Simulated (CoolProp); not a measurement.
n-perfluorohexane along the isotherm 176.85 °C: Z from the reference equation and from simpler models built on Tc = 174.9 °C, pc = 17.42 bar, ω = 0.497; each cubic takes its own stable root.

Model: reference Helmholtz-energy equation of state, Gao 2022, in CoolProp.

| p (bar) | phase | reference |
|---|---|---|
| 17.4 | gas | 0.4105 |
| 34.8 | supercritical | 0.2854 |
| 52.2 | supercritical | 0.3997 |
| 69.7 | supercritical | 0.5125 |
| 87.1 | supercritical | 0.6222 |
| 104 | supercritical | 0.7267 |
| 122 | supercritical | 0.8361 |
| 139 | supercritical | 0.9380 |
| 157 | supercritical | 1.044 |
| 174 | supercritical | 1.144 |

Question: How far does each simpler model (van der Waals, Redlich-Kwong) lie from the reference over these 10 states: mean and median of the absolute difference, and the worst?

Answer: 
- van der Waals: mean 42.3 %, median 44.1 %, worst +50.5 % at 176.85 °C and 34.8 bar
- Redlich-Kwong: mean 13.1 %, median 11.7 %, worst +23.0 % at 176.85 °C and 34.8 bar
